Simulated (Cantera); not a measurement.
What does this Cantera script print?

```python
import numpy as np
import cantera as ct

gas = ct.Solution("gri30.yaml")
gas.TPX = 425, 500000, {'CH4': 1, 'H2': 0.043, 'O2': 1.44, 'N2': 4.19}
flame = ct.FreeFlame(gas, width=0.013)
flame.set_refine_criteria(ratio=3, slope=0.08, curve=0.16)
flame.transport_model = "mixture-averaged"
flame.solve(loglevel=0, auto=True)
z, T = flame.grid, flame.T
thick = (T[-1] - T[0]) / np.gradient(T, z).max()
show = ['CH4', 'H2', 'O2', 'CH2CO', 'NO', 'H2O']
print(f"laminar burning velocity  {flame.velocity[0] * 100:.3f} cm/s")
print(f"burnt temperature         {T[-1]:.1f} K")
print(f"thermal thickness         {thick * 1e3:.4f} mm")
print(f"grid points               {len(z)}")
z0 = z[flame.heat_release_rate.argmax()]
print(f"{'z/mm':>9s}{'T/K':>9s}{'u/(m/s)':>9s}" + "".join(f"{s:>11s}" for s in show))
rows = []
for k in (-3, -2, -1.5, -1, -0.5, -0.25, 0, 0.25, 0.5, 1, 2, 4, 8):
    zz = z0 + k * thick
    rows.append([k * thick, np.interp(zz, z, T), np.interp(zz, z, flame.velocity),
                 *(np.interp(zz, z, flame.X[gas.species_index(s)]) for s in show)])
    print(f"{rows[-1][0] * 1e3:9.3f}{rows[-1][1]:9.1f}{rows[-1][2]:9.3f}" + "".join(f"{x:11.3e}" for x in rows[-1][3:]))
```

It prints:

```
laminar burning velocity  32.052 cm/s
burnt temperature         2287.6 K
thermal thickness         0.1508 mm
grid points               133
     z/mm      T/K  u/(m/s)        CH4         H2         O2      CH2CO         NO        H2O
   -0.452    425.7    0.322  1.493e-01  9.253e-03  2.152e-01  7.342e-09  3.623e-10  1.061e-04
   -0.302    431.4    0.328  1.481e-01  1.400e-02  2.139e-01  1.341e-07  3.943e-09  9.011e-04
   -0.226    455.2    0.348  1.454e-01  2.023e-02  2.112e-01  1.145e-06  2.342e-08  4.081e-03
   -0.151    593.4    0.460  1.339e-01  3.169e-02  1.994e-01  1.628e-05  2.815e-07  2.182e-02
   -0.075   1141.8    0.909  9.041e-02  4.756e-02  1.451e-01  1.965e-04  4.531e-06  8.920e-02
   -0.038   1589.2    1.285  5.196e-02  5.557e-02  9.185e-02  4.681e-04  1.070e-05  1.436e-01
    0.000   1987.2    1.628  1.726e-02  6.152e-02  3.777e-02  4.095e-04  1.970e-05  1.922e-01
    0.038   2178.8    1.791  4.232e-03  6.419e-02  1.075e-02  1.085e-04  3.358e-05  2.124e-01
    0.075   2241.6    1.842  1.427e-03  6.632e-02  2.958e-03  3.400e-05  4.835e-05  2.157e-01
    0.151   2273.1    1.866  3.904e-04  6.932e-02  3.090e-04  8.185e-06  6.946e-05  2.143e-01
    0.302   2283.4    1.873  9.745e-05  7.129e-02  1.984e-05  1.622e-06  9.171e-05  2.126e-01
    0.603   2286.5    1.876  1.509e-05  7.192e-02  7.866e-06  1.983e-07  1.131e-04  2.122e-01
    1.207   2287.4    1.876  6.281e-07  7.204e-02  6.707e-06  7.079e-09  1.282e-04  2.122e-01
```

Detailed kinetics in Cantera: GRI-Mech 3.0 (53 species, 325 reactions). Burning velocities carry a grid error of a few per cent, more on coarse grids.
